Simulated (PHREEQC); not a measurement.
Solution (25 °C and 50 atm): 1 mmol/kgw HBr, 180 mmol/kgw AlCl3 and 1.2 mmol/kgw KCl. Closed to the air; pH follows from the charge balance.

The numbers come from PHREEQC with the ion-association model, phreeqc.dat.

Q: The ionic strength comes out as 1.08 mol/kgw. What activity coefficients do Br-, Al(OH)2+, Al+3, H+, AlOH+2 get?

A: Br- 0.55, Al(OH)2+ 0.65, Al+3 0.068, H+ 0.74, AlOH+2 0.18.

Precipitation was switched off in this run. Ionic strength above about 0.7 mol/kgw puts this run outside the model's range. Complexes and solids missing from the database can't appear. Under pressure, the constants of complexes without a molar volume in the database are unreliable.
